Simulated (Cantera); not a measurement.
An adiabatic, constant-pressure homogeneous reactor starts with CO : H2 : O2 : N2 : H2O = 1 : 1.5 : 0.781 : 8.59 : 2.7 (molar parts), equivalence ratio 1.6, at 1225 K and 6.22 atm.

Cantera simulation using GRI-Mech 3.0 (53 species, 325 reactions); the numbers are that mechanism's predictions, not measurements. The hydrogen kinetics of GRI-Mech 3.0 are dated; newer H2 mechanisms differ, most at raised pressure.

Task: Predict: time of steepest temperature rise; temperature at 5.00 s; equilibrium temperature; x(CO) at 5.00 s; x(H2) at 5.00 s; x(O2) at 5.00 s; x(H2O) at 5.00 s.

Result: 
| Property | Value |
|---|---|
| time of steepest temperature rise | 0.187 ms |
| temperature at 5.00 s | 1975 K |
| equilibrium temperature | 1975 K |
| x(CO) at 5.00 s | 0.0289 (gas-phase equilibrium 0.0289) |
| x(H2) at 5.00 s | 0.0391 (gas-phase equilibrium 0.0391) |
| x(O2) at 5.00 s | 4.19e-7 (gas-phase equilibrium 4.19e-7) |
| x(H2O) at 5.00 s | 0.265 (gas-phase equilibrium 0.265) |
